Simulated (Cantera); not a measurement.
What does this Cantera script print?

```python
import numpy as np
import cantera as ct

gas_names = """
    NO CL2 N2O
""".split()
cond_names = """
    SrCL2(a) SrCL2(b) SrCL2(L) SrO(s) SrO(L)
""".split()


# ... load() reads the species with a 1 bar reference pressure and builds the phases ...
species = {s.name: s for s in load("nasa_gas.yaml", gas_names) + load("nasa_condensed.yaml", cond_names)}
# Each term lists the table entries of one substance; the one whose range holds T is used.
reactions = {
    '2 NO(g) + SrCl2 = Cl2(g) + N2O(g) + SrO':
        [(-2, ['NO']), (-1, ['SrCL2(a)', 'SrCL2(b)', 'SrCL2(L)']), (1, ['CL2']), (1, ['N2O']), (1, ['SrO(s)', 'SrO(L)'])],
}


def pick(names, T):
    return next(species[n] for n in names if species[n].thermo.min_temp <= T <= species[n].thermo.max_temp)


results = []
for label, terms in reactions.items():
    print(label)
    print("     T/K   dH/kJ  dS/(J/K)   dG/kJ   log10 K")
    for T in [300, 1948, 2048, 2148, 2248, 2348, 2448, 2548, 2648]:
        used = [(nu, pick(names, T)) for nu, names in terms]
        dH = sum(nu * s.thermo.h(T) for nu, s in used) / 1e6
        dS = sum(nu * s.thermo.s(T) for nu, s in used) / 1e3
        dG = dH - T * dS / 1e3
        logK = -dG * 1e6 / (ct.gas_constant * T * np.log(10))
        results.append((label, T, dH, dS, dG, logK, [s.name for _, s in used]))
        print(f"{T:8g} {dH:8.1f} {dS:8.1f} {dG:8.1f} {logK:8.2f}")
```

It prints:

```
2 NO(g) + SrCl2 = Cl2(g) + N2O(g) + SrO
     T/K   dH/kJ  dS/(J/K)   dG/kJ   log10 K
     300    135.8    -37.8    147.2   -25.63
    1948     83.1    -89.1    256.7    -6.88
    2048     81.6    -89.9    265.7    -6.78
    2148     80.2    -90.6    274.7    -6.68
    2248     78.9    -91.2    283.8    -6.59
    2348     77.7    -91.7    292.9    -6.52
    2448     76.5    -92.2    302.1    -6.45
    2548     75.5    -92.6    311.4    -6.38
    2648     74.6    -92.9    320.6    -6.33
```

Source: NASA polynomial tables (part measured, part estimated), evaluated in Cantera. Condensed species are held in their standard states even where they would react or evaporate.
